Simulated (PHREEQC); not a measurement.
Solution (59 °C): 0.0045 mol HF, 0.00031 mol H2SiF6, 0.13 mol H3BO3 and 0.029 mol HCl per kg of water. Closed to the air; pH follows from the charge balance.

Equilibrium calculation in PHREEQC: ion-association model, wateq4f.dat.

```
Quantity                  Result
----------------  --------------
pH                          1.58
ionic strength    0.0301 mol/kgw
total alkalinity    -35.4 meq/kg
```

```json
[
 {"species": "H3BO3", "molality": "0.129", "activity": "0.130", "log γ": "0.003"},
 {"species": "H+", "molality": "0.0301", "activity": "0.0261", "log γ": "-0.062"},
 {"species": "Cl-", "molality": "0.0290", "activity": "0.0242", "log γ": "-0.078"},
 {"species": "HF", "molality": "0.00266", "activity": "0.00268", "log γ": "0.003"},
 {"species": "BF4-", "molality": "0.000633", "activity": "0.000524", "log γ": "-0.083"},
 {"species": "H4SiO4", "molality": "0.000310", "activity": "0.000312", "log γ": "0.003"},
 {"species": "BF2(OH)2-", "molality": "0.000295", "activity": "0.000244", "log γ": "-0.083"},
 {"species": "BF3OH-", "molality": "0.000173", "activity": "0.000143", "log γ": "-0.083"},
 {"species": "F-", "molality": "4.27e-5", "activity": "3.57e-5", "log γ": "-0.079"},
 {"species": "H2F2", "molality": "5.05e-6", "activity": "5.09e-6", "log γ": "0.003"},
 {"species": "BF(OH)3-", "molality": "3.07e-6", "activity": "2.54e-6", "log γ": "-0.083"},
 {"species": "HF2-", "molality": "5.03e-7", "activity": "4.20e-7", "log γ": "-0.079"},
 {"species": "SiF6-2", "molality": "5.43e-8", "activity": "2.76e-8", "log γ": "-0.293"},
 {"species": "H2BO3-", "molality": "6.03e-9", "activity": "4.99e-9", "log γ": "-0.083"}
]
```

Precipitation was switched off in this run. Complexes and solids missing from the database can't appear. Away from 25 °C the constants follow the database's enthalpies or fits; those with neither stay at their 25 °C values. SiF6-2 is the database's only silicon fluoride. Real BF4- forms and hydrolyses slowly; the run takes it at equilibrium.
